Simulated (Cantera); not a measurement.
Charge: 1 mol Ti(OiPr)4, 130 mol H2, equilibrated at 1123.15 K.

These are equilibrium values from Cantera (NASA tables, ideal gas, pure condensed phases), not measurements of a reactor. Candidate condensed phases: C, C6H6, C7H8, C8H18, H2O, Ti, TiC, TiO, TiO2, Ti2O3, Ti3O5, Ti4O7; 113 gas species. The feed counts by its element totals alone. TiC: taken at fixed stoichiometry. Condensed phases not in the tables: Magnéli phases beyond Ti4O7. Rates play no part.

x: gas mole fraction; n: condensed amount in mol.

```json
[
 {"P (Pa)": "10", "x H2": "0.973", "x CO": "0.0270", "x CH4": "2.77e-6", "x H2O": "1.73e-7", "x CO2": "4.40e-9", "x H": "4.21e-6", "n C(graphite)": "7.00", "n TiC(s)": "1.00", "n Ti3O5(s)": "0", "n Ti4O7(s)": "0", "n TiO2(rutile)": "0"},
 {"P (Pa)": "28", "x H2": "0.973", "x CO": "0.0270", "x CH4": "7.77e-6", "x H2O": "4.85e-7", "x CO2": "1.23e-8", "x H": "2.52e-6", "n C(graphite)": "7.00", "n TiC(s)": "1.00", "n Ti3O5(s)": "0", "n Ti4O7(s)": "0", "n TiO2(rutile)": "0"},
 {"P (Pa)": "77", "x H2": "0.973", "x CO": "0.0270", "x CH4": "___", "x H2O": "___", "x CO2": "___", "x H": "___", "n C(graphite)": "7.00", "n TiC(s)": "1.00", "n Ti3O5(s)": "0", "n Ti4O7(s)": "0", "n TiO2(rutile)": "0"},
 {"P (Pa)": "220", "x H2": "0.973", "x CO": "0.0270", "x CH4": "6.10e-5", "x H2O": "3.81e-6", "x CO2": "9.68e-8", "x H": "8.98e-7", "n C(graphite)": "6.99", "n TiC(s)": "1.00", "n Ti3O5(s)": "0", "n Ti4O7(s)": "0", "n TiO2(rutile)": "0"},
 {"P (Pa)": "600", "x H2": "0.973", "x CO": "0.0270", "x CH4": "0.000166", "x H2O": "1.04e-5", "x CO2": "2.64e-7", "x H": "5.44e-7", "n C(graphite)": "6.98", "n TiC(s)": "1.00", "n Ti3O5(s)": "0", "n Ti4O7(s)": "0", "n TiO2(rutile)": "0"},
 {"P (Pa)": "1700", "x H2": "0.984", "x CO": "0.0159", "x CH4": "0.000482", "x H2O": "1.75e-5", "x CO2": "2.60e-7", "x H": "3.25e-7", "n C(graphite)": "9.60", "n TiC(s)": "0", "n Ti3O5(s)": "0.333", "n Ti4O7(s)": "0", "n TiO2(rutile)": "0"},
 {"P (Pa)": "4600", "x H2": "0.983", "x CO": "0.0159", "x CH4": "___", "x H2O": "___", "x CO2": "___", "x H": "___", "n C(graphite)": "9.48", "n TiC(s)": "0", "n Ti3O5(s)": "0.333", "n Ti4O7(s)": "0", "n TiO2(rutile)": "0"},
 {"P (Pa)": "13000", "x H2": "0.981", "x CO": "0.0153", "x CH4": "0.00367", "x H2O": "0.000129", "x CO2": "1.84e-6", "x H": "1.17e-7", "n C(graphite)": "9.23", "n TiC(s)": "0", "n Ti3O5(s)": "0", "n Ti4O7(s)": "0.250", "n TiO2(rutile)": "0"},
 {"P (Pa)": "36000", "x H2": "0.974", "x CO": "0.0152", "x CH4": "0.0100", "x H2O": "0.000351", "x CO2": "5.00e-6", "x H": "7.03e-8", "n C(graphite)": "8.35", "n TiC(s)": "0", "n Ti3O5(s)": "0", "n Ti4O7(s)": "0.250", "n TiO2(rutile)": "0"},
 {"P (Pa)": "100000", "x H2": "0.959", "x CO": "0.0132", "x CH4": "0.0270", "x H2O": "0.000835", "x CO2": "1.05e-5", "x H": "4.18e-8", "n C(graphite)": "6.29", "n TiC(s)": "0", "n Ti3O5(s)": "0", "n Ti4O7(s)": "0", "n TiO2(rutile)": "1.00"}
]
```

Task: Fill in the missing entries.

Result: 
- 4600, x CH4: 0.00130
- 4600, x H2O: 4.74e-5
- 4600, x CO2: 7.02e-7
- 4600, x H: 1.97e-7
- 77, x CH4: 2.14e-5
- 77, x H2O: 1.33e-6
- 77, x CO2: 3.39e-8
- 77, x H: 1.52e-6
